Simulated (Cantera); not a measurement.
Feed: 1 mol SiH4, 110 mol N2, equilibrated at 133 Pa.

These are equilibrium values from Cantera (NASA tables, ideal gas, pure condensed phases), not measurements of a reactor. Candidate condensed phases: Si, Si3N4; 18 gas species. N2 is the only nitrogen source here; it is nearly inert below about 1500 K, so the nitride shown seldom forms there in practice. The numbers say what is thermodynamically allowed, not how fast it happens.

Over these rows the condensed part is Si3N4(s). Partial pressures as log10 of bar:

```
T (K)  1000/T (1/K)  log p Si  log p N2  log p H2
-----  ------------  --------  --------  --------
1398         0.7153    -10.69     -2.88     -4.62
1448         0.6906         ?     -2.88     -4.62
1498         0.6676     -8.97     -2.88     -4.62
1548         0.6460     -8.19     -2.88     -4.62
1598         0.6258     -7.47     -2.88     -4.62
1648         0.6068     -6.78     -2.88     -4.62
```

Problem. Fit log p(Si) = a + b·(1000/T) to the five rows, give the apparent enthalpy, and predict the row at 1448 K.

Solution. Means: 1000/T = 0.6523, log p = -8.420. Sxy = -0.252669, Sxx = 0.0070153, so b = -36.02 and a = -8.420 − (-36.02)×0.6523 = 15.08.
Apparent enthalpy: −19.145 × (-36.02) = 690 kJ/mol. With the condensed phases at unit activity, 1/3 Si3N4(s) = Si(g) + 2/3 N2(g) links this pressure to the main gases: over the six rows their terms move log p by +0.00 in all, so the slope is close to that reaction's ΔH°. The five rows lie within 0.01 of the line.
Prediction at 1448 K: 15.08 + (-36.02)×0.6906 = -9.80. The computed value is -9.80, 0.00 from the line.
